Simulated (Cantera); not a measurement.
What does this Cantera script print?

```python
import numpy as np
import cantera as ct

gas = ct.Solution("gri30.yaml")


def delay(T, t_max=10):
    gas.TPX = T, 44000, {'CH4': 1, 'O2': 2.44, 'N2': 9.17}
    reactor = ct.IdealGasConstPressureReactor(gas, clone=False)
    net = ct.ReactorNet([reactor])
    net.rtol, net.atol = 1e-8, 1e-16
    while net.time < t_max:
        t_old, T_old = net.time, reactor.T
        net.step()
        if reactor.T > T + 400:  # ignition: a rise of 400 K
            return t_old + (T + 400 - T_old) / (reactor.T - T_old) * (net.time - t_old)
    return np.nan


taus = []
for T in [1275, 1375, 1475, 1575, 1675, 1775, 1875, 1975, 2075]:
    taus.append(delay(T))
    print(f"T0 = {T:6g} K   tau = {taus[-1]:.4e} s")
```

It prints:

```
T0 =   1275 K   tau = 2.7576e-02 s
T0 =   1375 K   tau = 7.7303e-03 s
T0 =   1475 K   tau = 2.6257e-03 s
T0 =   1575 K   tau = 1.0767e-03 s
T0 =   1675 K   tau = 5.1191e-04 s
T0 =   1775 K   tau = 2.7061e-04 s
T0 =   1875 K   tau = 1.5486e-04 s
T0 =   1975 K   tau = 9.4320e-05 s
T0 =   2075 K   tau = 6.0461e-05 s
```

Model: GRI-Mech 3.0 (53 species, 325 reactions), integrated in Cantera.
